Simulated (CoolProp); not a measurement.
Model: reference Helmholtz-energy equation of state, Pan 2012, in CoolProp.

Problem. Give the vapour pressure (kPa), enthalpy of vaporisation (kJ/kg), liquid cp (kJ/(kg K)), vapour Z of saturated R236FA at -28.35 °C.

Solution. 
```json
[
 {"T (°C)": "-28.35", "p (kPa)": "28.5", "enthalpy of vaporisation (kJ/kg)": "172", "liquid cp (kJ/(kg K))": "1.17", "vapour Z": "0.981"}
]
```
